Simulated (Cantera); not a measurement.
**Equilibrium for abatement and gas-phase synthesis: S + SO2 + N2**

Input: 1 mol S, a varied amount of SO2, 4.9 mol N2, held at 3148.15 K and 6.60 Torr.

These are equilibrium values from Cantera (NASA tables, ideal gas, pure condensed phases), not measurements of a reactor. Candidate condensed phases: S; 17 gas species. Equilibrium is a limit: real reactors are often held back by kinetics, nucleation or transport.

| n(SO2) (mol) | x N2 | x S | x O | x SO | x NO | x O2 |
|---|---|---|---|---|---|---|
| 0.0034 | 0.830 | 0.166 | 0.000808 | 0.000292 | 5.24e-5 | 1.70e-7 |
| 0.0059 | 0.830 | 0.166 | 0.00140 | 0.000505 | 9.07e-5 | 5.11e-7 |
| 0.01 | 0.828 | 0.166 | 0.00237 | 0.000855 | 0.000153 | 1.46e-6 |
| 0.017 | 0.826 | 0.167 | 0.00401 | 0.00145 | 0.000259 | 4.19e-6 |
| 0.029 | 0.821 | 0.167 | 0.00680 | 0.00246 | 0.000438 | 1.20e-5 |
| 0.05 | 0.814 | 0.167 | 0.0116 | 0.00419 | 0.000743 | 3.50e-5 |
| 0.085 | 0.803 | 0.167 | 0.0193 | 0.00701 | 0.00123 | 9.73e-5 |
| 0.15 | 0.782 | 0.168 | 0.0330 | 0.0120 | 0.00207 | 0.000283 |
| 0.25 | 0.753 | 0.169 | 0.0523 | 0.0192 | 0.00322 | 0.000712 |
| 0.42 | 0.708 | 0.171 | 0.0812 | 0.0301 | 0.00486 | 0.00172 |
| 0.72 | 0.641 | 0.174 | 0.123 | 0.0464 | 0.00701 | 0.00395 |
x: gas mole fraction; nothing condenses.

From 0.0034 mol SO2 to 0.72 mol SO2 nothing is condensed.
